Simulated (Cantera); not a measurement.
Thermodynamics of silicon etching in halogen gases, feed Si + Cl2 + N2

A closed system holds: 1 mol Si, 6 mol Cl2, a varied amount of N2, at 748.15 K and 0.133 bar.

Equilibrium computed with Cantera from the NASA thermochemical tables; the gas is ideal and each condensed phase is pure. Candidate condensed phases: Si, Si3N4; 13 gas species. Rates play no part.

From 1.2 mol N2 to 78 mol N2 nothing is condensed. The main Si-bearing gas is SiCl4 throughout.

| n(N2) (mol) | log p N2 | log p Cl2 | log p SiCl4 | log p Cl |
|---|---|---|---|---|
| 1.2 | -1.59 | -1.07 | -1.67 | -6.12 |
| 2 | -1.42 | -1.12 | -1.72 | -6.15 |
| 3.4 | -1.27 | -1.20 | -1.80 | -6.19 |
| 5.8 | -1.15 | -1.31 | -1.91 | -6.24 |
| 9.7 | -1.06 | -1.44 | -2.04 | -6.31 |
| 16 | -0.99 | -1.60 | -2.20 | -6.39 |
| 28 | -0.95 | -1.79 | -2.39 | -6.48 |
| 46 | -0.92 | -1.98 | -2.58 | -6.58 |
| 78 | -0.90 | -2.19 | -2.79 | -6.68 |
log p: log10 of the partial pressure in bar; nothing condenses.
